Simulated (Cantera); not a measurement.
A perfectly stirred reactor is fed with C2H6 : H2 = 1 : 13 (molar parts), at 10.00 Torr; it is held at 1650 K, and followed from long to short residence time.

Detailed kinetics in Cantera: GRI-Mech 3.0 (53 species, 325 reactions). GRI-Mech 3.0 stops at C3 and has no aromatics, soot or wall deposition, so with more carbon than oxygen in the feed, carbon stays in small species such as C2H2 where larger ones or solid carbon would form. Radical loss at walls, strong at low pressure, is not modelled.

```
quantity                  before     after
----------------------  --------  --------
x(C2H6) at τ = 4.10 s    9.56e-6   7.07e-6
x(H2) at τ = 4.10 s        0.927     0.927
x(CH4) at τ = 4.10 s      0.0174    0.0168
x(C2H) at τ = 4.10 s     2.60e-7   1.75e-7
x(C2H4) at τ = 4.10 s   0.000122  0.000154
x(C2H6) at τ = 0.170 s  0.000160  0.000113
x(H2) at τ = 0.170 s       0.911     0.914
x(CH4) at τ = 0.170 s     0.0436    0.0397
x(C2H) at τ = 0.170 s    3.08e-7   2.29e-7
x(C2H4) at τ = 0.170 s  0.000925  0.000760
```

Name the change that produced these shifts.
A. C2H6 1 to 0.15 parts
B. C2H6 1 to 0.18 parts
C. pressure from 10.00 Torr to 20.0 Torr
D. H2 13 to 2.4 parts

C, pressure from 10.00 Torr to 20.0 Torr
